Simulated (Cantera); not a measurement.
Cantera run:

```python
import numpy as np
import cantera as ct

gas_names = """
    AL ALBr ALBr3 ALH ALN AL2 AL2Br6 Br Br2 H HBr H2 N NH NH2 NH3 N2 N2H2 N2H4
""".split()
cond_names = """
    AL(cr) AL(L) ALBr3(s) ALBr3(L) ALN(s) Br2(cr) Br2(L)
""".split()


# ... load() reads the species with a 1 bar reference pressure and builds the phases ...
atoms = {
    'AlBr3': {'AL': 1, 'Br': 3},
    'N2': {'N': 2},
    'H2': {'H': 2},
}
top_T = {'ALN(s)': 2750}  # K; cautious upper limits of use, not melting points


# ... equilibrate(T, P, feed) seeds the gas with the atoms and calls Mixture.equilibrate('TP', solver="vcs", rtol=1e-11, max_steps=5000) ...
results = []
T = 2223  # K
P = 360  # Pa
for m in [1.7, 3.9, 9, 21, 47, 110, 250]:
    feed = {'AlBr3': 1, 'N2': 0.51, 'H2': m}  # mol
    mix = equilibrate(T, P, feed)
    results.append((T, P, feed, dict(zip(mix.species_names, mix.species_moles))))

top = {s: max(r[3][s] / sum(r[3][g] for g in gas_names) for r in results) for s in gas_names}
cols = sorted((s for s in top if top[s] > 1e-06), key=lambda s: -top[s])[:8]
seen = [c for c in cond_names if any(r[3].get(c, 0) > 1e-12 for r in results)]
print("log10 of partial pressures in bar; condensed amounts in mol")
print(f"{'n(H2)':>10s}" + "".join(f"{s[:9]:>10s}" for s in cols + seen))
for T, P, feed, n in results:
    ng = sum(n[g] for g in gas_names)
    print(f"{feed['H2']:10.4g}" + "".join(f"{np.log10(max(n[s] / ng * P / 1e5, 1e-99)):10.3f}" for s in cols)
          + "".join(f"{n.get(c, 0):10.4g}" for c in seen))
```

Result:

```
log10 of partial pressures in bar; condensed amounts in mol
     n(H2)        H2        Br      ALBr         H        N2       HBr        AL     ALBr3
       1.7    -3.032    -2.962    -3.168    -3.710    -3.447    -3.483    -4.687    -6.305
       3.9    -2.791    -3.150    -3.335    -3.589    -3.607    -3.550    -4.666    -6.847
         9    -2.641    -3.401    -3.586    -3.514    -3.843    -3.727    -4.666    -7.601
        21    -2.561    -3.700    -3.917    -3.474    -4.142    -3.986    -4.698    -8.530
        47    -2.524    -4.003    -4.293    -3.455    -4.460    -4.270    -4.772    -9.512
       110    -2.505    -4.329    -4.754    -3.446    -4.813    -4.587    -4.907   -10.624
       250    -2.497    -4.648    -5.265    -3.442    -5.163    -4.902    -5.098   -11.774
```

Method: chemical equilibrium by Gibbs-energy minimisation in Cantera with the NASA 1993 tables (ideal gas, pure condensed phases).
